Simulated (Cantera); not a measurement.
Feed: 1 mol Al2O3, 4.6 mol Cl2, 2.7 mol O2, held at 500 Pa.

Equilibrium computed with Cantera from the NASA thermochemical tables; the gas is ideal and each condensed phase is pure. Candidate condensed phases: Al, AlCl3, Al2O3; 17 gas species. Condensed phases not in the tables: AlOCl. Kinetics and transport are ignored.

Over these rows the condensed part is Al2O3(s). Partial pressures as log10 of bar:

```csv
T (K),1000/T (1/K),log p AlCl3,log p Cl2,log p O2,log p Cl
948,1.0549,-10.09,-2.50,-2.73,-5.02
1048,0.9542,-8.79,-2.51,-2.73,-4.37
1148,0.8711,-7.73,-2.52,-2.74,-3.83
1248,0.8013,-6.87,-2.55,-2.75,-3.39
1348,0.7418,-6.19,-2.62,-2.77,-3.04
1448,0.6906,?,-2.76,-2.81,-2.77
```

### Question
Fit log p(AlCl3) = a + b·(1000/T) to the five rows, give the apparent enthalpy, and predict the row at 1448 K.

### Answer
Means: 1000/T = 0.8847, log p = -7.934. Sxy = -0.767173, Sxx = 0.0613592, so b = -12.50 and a = -7.934 − (-12.50)×0.8847 = 3.12.
Apparent enthalpy: −19.145 × (-12.50) = 239 kJ/mol. With the condensed phases at unit activity, 1/2 Al2O3(s) + 3/2 Cl2(g) = AlCl3(g) + 3/4 O2(g) links this pressure to the main gases: over the six rows their terms move log p by -0.33 in all, so the slope isn't that reaction's ΔH° alone. The five rows lie within 0.04 of the line.
Prediction at 1448 K: 3.12 + (-12.50)×0.6906 = -5.51. The computed value is -5.71, 0.20 from the line.
